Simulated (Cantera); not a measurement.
An isothermal, constant-pressure homogeneous reactor starts with C3H8 : H2 = 8.3 : 31 (molar parts), at 1400 K and 300 Pa.

Model: GRI-Mech 3.0 (53 species, 325 reactions), integrated in Cantera. GRI-Mech 3.0 was tuned for natural gas; its chemistry of propane as a main component is partial and can be far from experiment. GRI-Mech 3.0 stops at C3 and has no aromatics, soot or wall deposition, so with more carbon than oxygen in the feed, carbon stays in small species such as C2H2 where larger ones or solid carbon would form. Radical loss at walls, strong at low pressure, is not modelled.

x: mole fraction; the columns are a selection and need not sum to one.

| t (s) | x C3H8 | x H2 | x C2H | x H | x CH2 | x CH3 |
|---|---|---|---|---|---|---|
| 6.00e-5 | 0.211 | 0.789 | <1e-12 | 1.84e-5 | 5.48e-10 | 0.000308 |
| 0.000138 | 0.210 | 0.788 | <1e-12 | 4.69e-5 | 7.50e-9 | 0.000779 |
| 0.000318 | 0.208 | 0.787 | <1e-12 | 0.000102 | 1.01e-7 | 0.00213 |
| 0.000731 | 0.200 | 0.782 | <1e-12 | 0.000211 | 8.98e-7 | 0.00574 |
| 0.00168 | 0.173 | 0.764 | 4.60e-11 | 0.000456 | 2.96e-6 | 0.0129 |
| 0.00387 | 0.0947 | 0.715 | 2.12e-9 | 0.000975 | 4.88e-6 | 0.0192 |
| 0.00891 | 0.0109 | 0.664 | 3.02e-8 | 0.00135 | 3.03e-6 | 0.0105 |
| 0.0205 | 0.000434 | 0.663 | 2.77e-8 | 0.000521 | 6.36e-7 | 0.00274 |
| 0.0472 | 2.09e-5 | 0.668 | 1.42e-8 | 0.000194 | 1.32e-7 | 0.000959 |
| 0.109 | ___ | 0.673 | ___ | ___ | ___ | ___ |
| 0.250 | ___ | 0.676 | ___ | ___ | ___ | ___ |
| 0.575 | 1.77e-9 | 0.681 | 2.77e-9 | 2.30e-5 | 2.51e-9 | 0.000107 |
| 1.32 | 7.97e-10 | 0.686 | 2.29e-9 | 1.63e-5 | 1.25e-9 | 7.43e-5 |
| 3.04 | 5.52e-10 | 0.693 | 2.95e-9 | 1.76e-5 | 1.38e-9 | 7.76e-5 |
| 7.00 | 5.62e-10 | 0.701 | 5.14e-9 | 2.62e-5 | 2.81e-9 | 0.000111 |

Problem. Some entries are withheld; supply them.

Solution. 
- 0.109, x C3H8: 5.42e-7
- 0.109, x C2H: 7.58e-9
- 0.109, x H: 8.53e-5
- 0.109, x CH2: 3.08e-8
- 0.109, x CH3: 0.000412
- 0.250, x C3H8: 8.78e-9
- 0.250, x C2H: 4.37e-9
- 0.250, x H: 4.20e-5
- 0.250, x CH2: 8.12e-9
- 0.250, x CH3: 0.000199
